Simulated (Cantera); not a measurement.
Feed: 1 mol Si, a varied amount of F₂, 0.44 mol N₂, equilibrated at 160 Pa.

Equilibrium computed with Cantera from the NASA thermochemical tables; the gas is ideal and each condensed phase is pure. Candidate condensed phases: Si, Si₃N₄; 16 gas species. N₂ is the only nitrogen source here; it is nearly inert below about 1500 K, so the nitride shown seldom forms there in practice. Mutual solubility and eutectic melting of coexisting phases are not modelled. The tables' values for SiF₂, SiF₃ are old estimates. Equilibrium is a limit: real reactors are often held back by kinetics, nucleation or transport.

Q: What condenses at these points (T in K, n(F₂) in mol): (1673, 7.6); (1273, 0.85); (1273, 1.4); (1573, 2.2); (873, 0.85); (1773, 0.66); (873, 0.66)?

A: 
| T (K) | n(F₂) in mol | condensed phases | Si condensed (%) |
|---|---|---|---|
| 1673 | 7.6 | gas only | 0.0 |
| 1273 | 0.85 | Si₃N₄ | 57.2 |
| 1273 | 1.4 | Si₃N₄ | 29.6 |
| 1573 | 2.2 | gas only | 0.0 |
| 873 | 0.85 | Si₃N₄ | 57.5 |
| 1773 | 0.66 | Si | 47.8 |
| 873 | 0.66 | Si + Si₃N₄ | 67.0 |
